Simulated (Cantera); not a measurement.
Input (Python, Cantera) and output of one run.

```python
import numpy as np
import cantera as ct

gas_names = """
    O2 CL2
""".split()
cond_names = """
    Sr(L) SrCL2(L) SrO(s)
""".split()


# ... load() reads the species with a 1 bar reference pressure and builds the phases ...
species = {s.name: s for s in load("nasa_gas.yaml", gas_names) + load("nasa_condensed.yaml", cond_names)}
T = 1575
g = {n: (s.thermo.h(T) - T * s.thermo.s(T)) / (ct.gas_constant * T * np.log(10)) for n, s in species.items()}
valid = cond_names  # the entries whose range holds T


def stable(la, lb):
    # potentials (over RT ln 10) of the two non-metals from log10 p(O2) and log10 p(CL2) in bar
    mu = {}
    mu["O"] = (g["O2"] + la) / 2
    mu["Cl"] = (g["CL2"] + lb) / 2
    cost = {}
    for n in valid:
        c = species[n].composition
        cost[n] = (g[n] - sum(c.get(e, 0) * m for e, m in mu.items())) / c["Sr"]
    return min(cost, key=cost.get)


results = []
for lb in [1, -0.6, -2.2, -3.8, -5.3, -6.9, -8.5, -10.1, -11.7, -13.2, -14.8, -16.4, -18]:
    row = [stable(la, lb) for la in [-18, -17.1, -16.2, -15.3, -14.4, -13.5, -12.6, -11.7, -10.8, -9.9, -9, -8.1, -7.2, -6.3, -5.4, -4.5, -3.6, -2.7, -1.8, -0.9, 0]]
    results.append(row)
    print(f"{lb:6.1f}  " + " ".join(f"{valid.index(n):x}" for n in row))
print("key: " + ", ".join(f"{i:x} {n}" for i, n in enumerate(valid)))
```

Result:

```
   1.0  1 1 1 1 1 1 1 1 1 1 1 1 1 1 1 1 1 1 1 1 1
  -0.6  1 1 1 1 1 1 1 1 1 1 1 1 1 1 1 1 1 1 1 1 1
  -2.2  1 1 1 1 1 1 1 1 1 1 1 1 1 1 1 1 1 1 1 1 1
  -3.8  1 1 1 1 1 1 1 1 1 1 1 1 1 1 1 1 1 1 1 1 1
  -5.3  1 1 1 1 1 1 1 1 1 1 1 1 1 1 1 1 1 1 1 1 1
  -6.9  1 1 1 1 1 1 1 1 1 1 1 1 1 1 1 1 1 1 2 2 2
  -8.5  1 1 1 1 1 1 1 1 1 1 1 1 1 1 2 2 2 2 2 2 2
 -10.1  1 1 1 1 1 1 1 1 1 1 1 2 2 2 2 2 2 2 2 2 2
 -11.7  1 1 1 1 1 1 1 2 2 2 2 2 2 2 2 2 2 2 2 2 2
 -13.2  1 1 1 1 2 2 2 2 2 2 2 2 2 2 2 2 2 2 2 2 2
 -14.8  2 2 2 2 2 2 2 2 2 2 2 2 2 2 2 2 2 2 2 2 2
 -16.4  2 2 2 2 2 2 2 2 2 2 2 2 2 2 2 2 2 2 2 2 2
 -18.0  2 2 2 2 2 2 2 2 2 2 2 2 2 2 2 2 2 2 2 2 2
key: 0 Sr(L), 1 SrCL2(L), 2 SrO(s)
```

Standard-state values (1 bar) from the NASA 1993 polynomials, evaluated with Cantera. Not in the tables: the peroxide, oxide halides.
